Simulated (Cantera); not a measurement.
A freely propagating, adiabatic, planar premixed flame of 11.8 % CH4, 19.6 % O2, 68.6 % N2, unburnt at 350 K and 39000 Pa; multicomponent+Soret transport, grid criteria slope 0.08 and curve 0.16, no radiation.

Cantera simulation using GRI-Mech 3.0 (53 species, 325 reactions); the numbers are that mechanism's predictions, not measurements. Burning velocities carry a grid error of a few per cent, more on coarse grids.

Question: Predict: laminar burning velocity; thermal thickness; peak x(C2H); peak x(HCO); peak x(H).

Answer: 
| Quantity | Value |
|---|---|
| laminar burning velocity | 65.6 cm/s |
| thermal thickness | 0.845 mm |
| peak x(C2H) | 8.46e-7 |
| peak x(HCO) | 7.25e-5 |
| peak x(H) | 0.0134 |
